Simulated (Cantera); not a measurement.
## Thermodynamics of chemical vapour transport, feed Fe + Cl₂ + H₂ + HCl

Charge: 1 mol Fe, 0.027 mol Cl₂, a varied amount of H₂, 0.027 mol HCl, at 875 K and 5.60 bar.

Cantera equilibrium calculation (NASA polynomials, part measured and part estimated; ideal gas, pure solids and liquids). Candidate condensed phases: Fe, FeCl₂, FeCl₃; 11 gas species. Rates play no part.

| n(H₂) (mol) | x H₂ | x HCl | x FeCl₂ | x Fe₂Cl₄ | x FeCl₃ | n Fe(α) | n FeCl₂(s) |
|---|---|---|---|---|---|---|---|
| 0.22 | 0.954 | 0.0463 | 0.000192 | 2.77e-5 | 4.35e-8 | 0.965 | 0.0349 |
| 0.3 | 0.954 | 0.0463 | 0.000192 | 2.77e-5 | 4.35e-8 | 0.967 | 0.0330 |
| 0.4 | 0.954 | 0.0463 | 0.000192 | 2.77e-5 | 4.35e-8 | 0.969 | 0.0306 |
| 0.54 | 0.954 | 0.0463 | 0.000192 | 2.77e-5 | 4.35e-8 | 0.973 | 0.0272 |
| 0.73 | 0.954 | 0.0463 | 0.000192 | 2.77e-5 | 4.35e-8 | 0.977 | 0.0227 |
| 0.99 | 0.954 | 0.0463 | 0.000192 | 2.77e-5 | 4.35e-8 | 0.983 | 0.0165 |
| 1.3 | 0.954 | 0.0463 | 0.000192 | 2.77e-5 | 4.35e-8 | 0.991 | 0.00905 |
| 1.8 | 0.957 | 0.0433 | 0.000167 | 2.10e-5 | 3.54e-8 | 1.000 | 0 |
| 2.4 | 0.967 | 0.0328 | 9.50e-5 | 6.78e-6 | 1.52e-8 | 1.000 | 0 |
| 3.2 | 0.975 | 0.0248 | 5.38e-5 | 2.17e-6 | 6.46e-9 | 1.000 | 0 |
| 4.4 | 0.982 | 0.0181 | 2.86e-5 | 6.14e-7 | 2.50e-9 | 1.000 | 0 |
x: gas mole fraction; n: condensed amount in mol.

From 0.22 mol H₂ to 1.3 mol H₂ the condensed part is Fe(α) + FeCl₂(s). From 1.8 mol H₂ to 4.4 mol H₂ the condensed part is Fe(α). The main Fe-bearing gas is FeCl₂ throughout.
